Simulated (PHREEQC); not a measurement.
A column of 0.2 m (30 cells, dispersivity 0.01 m, 3600 s a shift, diffusion coefficient 3e-10 m²/s) holds 0.002 eq of the database's cation exchanger X per kg of pore water, first in equilibrium with 0.68 mmol/kgw NaCl, 74 mmol/kgw ZnCl2, 15 mmol/kgw MnCl2 and 0.01 mmol/kgw HCl. It is flushed with 0.33 mmol/kgw MnCl2, 2 mmol/kgw NaCl and 0.01 mmol/kgw HCl, at 25 °C. Values are for the last cell. No CO2 enters from the air. Precipitation was switched off in this run.

Equilibrium calculation in PHREEQC: ion-association model, phreeqc.dat.

```csv
pore volumes,Zn in solution (mol/kgw),Mn in solution (mol/kgw),Cl in solution (mol/kgw),Na in solution (mol/kgw)
0,0.0740,0.0150,0.179,0.000680
0.2833,0.0740,0.0150,0.179,0.000680
0.6833,0.0633,0.0129,0.153,0.000865
0.95,(withheld),0.00767,0.0911,0.00132
1.217,0.0162,0.00346,0.0410,0.00168
1.617,0.00351,0.000847,0.0106,0.00188
1.883,0.00127,0.000345,0.00515,0.00191
2.15,0.000556,0.000175,0.00340,0.00193
2.417,0.000335,0.000124,0.00288,0.00195
2.817,(withheld),0.000118,(withheld),0.00198
3.083,0.000211,0.000130,0.00268,0.00199
3.35,(withheld),0.000145,0.00267,0.00199
3.75,0.000164,0.000170,0.00267,0.00199
4.017,0.000147,0.000185,0.00267,0.00199
```

### Question
What belongs in the gaps?

### Answer

- 0.95, Zn in solution (mol/kgw): 0.0372
- 2.817, Zn in solution (mol/kgw): 0.000238
- 2.817, Cl in solution (mol/kgw): 0.00270
- 3.35, Zn in solution (mol/kgw): 0.000190
